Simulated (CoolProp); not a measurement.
The fluid at 346.09 K and 1.74 MPa is compressed adiabatically to 9.74 MPa with isentropic efficiency 0.85. The same conditions are run with several fluids, on thermodynamics alone (safety and materials aside).

Model: reference Helmholtz-energy equation of state of each fluid (cyclopropane: Polt 1992; C3F8 (R218): Lemmon 2006; propylene: Lemmon 2013), in CoolProp. The equations of Platzer and Polt are older, rougher fits.

```
fluid         work (kJ/kg)  final temperature (K)  final density (kg/m³)
------------  ------------  ---------------------  ---------------------
cyclopropane           106                  461.6                    194
C3F8 (R218)           19.1                  408.2             (withheld)
propylene       (withheld)                  455.8             (withheld)
```

Task: Some entries are withheld; supply them.

Result: 
- C3F8 (R218), final density (kg/m³): 875
- propylene, work (kJ/kg): 113
- propylene, final density (kg/m³): 167
